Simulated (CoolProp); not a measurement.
Properties of methanol along the isotherm 620 K (Tc = 513.4 K, pc = 82.16 bar, ω = 0.565).

Computed with CoolProp (reference Helmholtz-energy equation of state, de Reuck 1993).

```
p (bar)          phase  density (kg/m³)  Joule-Thomson coefficient (K/MPa)  isothermal compressibility (1/MPa)  conductivity (mW/(m K))
-------  -------------  ---------------  ---------------------------------  ----------------------------------  -----------------------
68.5               gas            49.90                              4.211                              0.1707                     68.8
137      supercritical            119.1                              3.972                             0.09785                     89.4
205      supercritical            215.4                              3.304                             0.07583                      119
274      supercritical            317.3                              1.822                             0.03792                      145
342      supercritical            384.4                              1.087                             0.02082                      158
411      supercritical            431.0                             0.7043                             0.01330                      165
479      supercritical            465.2                             0.4877                            0.009529                      170
548      supercritical            492.6                             0.3428                            0.007230                      173
616      supercritical            514.7                             0.2434                            0.005760                      176
685      supercritical            533.6                             0.1701                            0.004733                      179
753      supercritical            549.6                             0.1159                            0.004003                      181
822      supercritical            563.8                            0.07332                            0.003448                      183
```

Thermal conductivity comes from a separate model (Sykioti 2013).
